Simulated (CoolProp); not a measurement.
Carbon dioxide at 668.73 K and 0.126 MPa flows at 0.078 m/s in a round tube of 25 mm bore and 1.5 µm roughness, fully developed (64/Re and Nu = 3.66 if laminar; Colebrook and Gnielinski if turbulent). Each further row changes one setting.

Computed with CoolProp (reference Helmholtz-energy equation of state, Span 1996).

```csv
case,Reynolds number,Darcy friction factor,pressure drop (Pa/m),heat-transfer coefficient (W/(m² K)),mass flow (kg/h)
as stated,63.9,1.00,0.121,6.79,0.137
velocity 0.156 m/s,128,0.500,0.243,6.79,0.275
diameter 50 mm,128,0.500,0.0304,3.40,0.550
```

Viscosity comes from a separate model (Laesecke 2017). Thermal conductivity comes from a separate model (Huber 2016).
